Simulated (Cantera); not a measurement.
A Cantera script and its output.

```python
import numpy as np
import cantera as ct

gas = ct.Solution("h2o2.yaml")


def delay(T, t_max=10):
    gas.TPX = T, 1300000, {'H2': 1, 'O2': 0.294, 'N2': 1.65}
    reactor = ct.IdealGasReactor(gas, clone=False)
    net = ct.ReactorNet([reactor])
    net.rtol, net.atol = 1e-8, 1e-16
    while net.time < t_max:
        t_old, T_old = net.time, reactor.T
        net.step()
        if reactor.T > T + 400:  # ignition: a rise of 400 K
            return t_old + (T + 400 - T_old) / (reactor.T - T_old) * (net.time - t_old)
    return np.nan


taus = []
for T in [1050, 1150, 1250, 1350, 1450, 1550, 1650]:
    taus.append(delay(T))
    print(f"T0 = {T:6g} K   tau = {taus[-1]:.4e} s")
```

Output:

```
T0 =   1050 K   tau = 2.2384e-03 s
T0 =   1150 K   tau = 2.7564e-04 s
T0 =   1250 K   tau = 2.4867e-05 s
T0 =   1350 K   tau = 3.7956e-06 s
T0 =   1450 K   tau = 1.8691e-06 s
T0 =   1550 K   tau = 1.2061e-06 s
T0 =   1650 K   tau = 8.7368e-07 s
```

Model: the H2/O2 subset of GRI-Mech 3.0, which has no nitrogen chemistry, integrated in Cantera. The hydrogen kinetics of GRI-Mech 3.0 are dated; newer H2 mechanisms differ, most at raised pressure. The pressure lies above the range GRI-Mech 3.0 was tuned for (to about 10 atm).
